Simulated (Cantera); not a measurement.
A perfectly stirred reactor is fed with CO : O₂ : H₂O : N₂ : H₂ = 0.0066 : 0.045 : 0.0098 : 1 : 0.003 (molar parts), at 5850 Torr; it is held at 875 K, and followed from long to short residence time.

Model: GRI-Mech 3.0 (53 species, 325 reactions), integrated in Cantera. The hydrogen kinetics of GRI-Mech 3.0 are dated; newer H2 mechanisms differ, most at raised pressure. Below about 950 K walls govern HO2 and H2O2 in real vessels.

### Question
Predict: x(CO) at τ = 4.90 s; x(O₂) at τ = 4.90 s; x(H₂O) at τ = 4.90 s; x(CO) at τ = 32.0 ms; x(O₂) at τ = 32.0 ms; x(H₂O) at τ = 32.0 ms.

### Answer
```json
{
  "x(CO) at τ = 4.90 s": "0.00469",
  "x(O₂) at τ = 4.90 s": "0.0409",
  "x(H₂O) at τ = 4.90 s": "0.0105",
  "x(CO) at τ = 32.0 ms": "0.00620",
  "x(O₂) at τ = 32.0 ms": "0.0423",
  "x(H₂O) at τ = 32.0 ms": "0.00921"
}
```
